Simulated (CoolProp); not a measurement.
n-perfluorohexane along the isobar 24.4 bar: Z from the reference equation and from simpler models built on Tc = 448.0 K, pc = 17.42 bar, ω = 0.497; each cubic takes its own stable root.

Computed with CoolProp (reference Helmholtz-energy equation of state, Gao 2022).

```json
[
 {"T (K)": "359.8", "phase": "liquid", "reference": "0.1839"},
 {"T (K)": "369.8", "phase": "liquid", "reference": "0.1832"},
 {"T (K)": "379.8", "phase": "liquid", "reference": "0.1830"},
 {"T (K)": "389.9", "phase": "liquid", "reference": "0.1834"},
 {"T (K)": "399.9", "phase": "liquid", "reference": "0.1845"},
 {"T (K)": "409.9", "phase": "liquid", "reference": "0.1866"},
 {"T (K)": "419.9", "phase": "liquid", "reference": "0.1899"},
 {"T (K)": "430", "phase": "liquid", "reference": "0.1952"},
 {"T (K)": "440", "phase": "liquid", "reference": "0.2038"},
 {"T (K)": "450", "phase": "supercritical", "reference": "0.2192"}
]
```

How far does each simpler model (van der Waals, Redlich-Kwong, Peng-Robinson) lie from the reference over these 10 states: mean and median of the absolute difference, and the worst?


- van der Waals: mean 66.7 %, median 68.8 %, worst +72.2 % at 359.8 K and 24.4 bar
- Redlich-Kwong: mean 27.1 %, median 27.4 %, worst +29.5 % at 440 K and 24.4 bar
- Peng-Robinson: mean 7.4 %, median 6.1 %, worst +16.8 % at 450 K and 24.4 bar
